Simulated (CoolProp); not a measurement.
The fluid at 298.15 K and 13.1 MPa is compressed adiabatically to 35.4 MPa with isentropic efficiency 0.6. The same conditions are run with several fluids, on thermodynamics alone (safety and materials aside).

Model: reference Helmholtz-energy equation of state of each fluid (CF4 (R14): Platzer 1990; methane: Setzmann 1991; oxygen: Schmidt 1985; dry air: Lemmon 2000; nitrogen: Span 2000), in CoolProp. The equations of Platzer and Polt are older, rougher fits. Blends and air are pseudo-pure fits.

```csv
fluid,work (kJ/kg),final temperature (K),final density (kg/m³)
CF4 (R14),44.7,357.2,903
methane,266,408.3,157
oxygen,150,450.5,274
dry air,178,458.0,229
nitrogen,187,459.8,217
```

Above 300 K oxygen's equation is extrapolated.
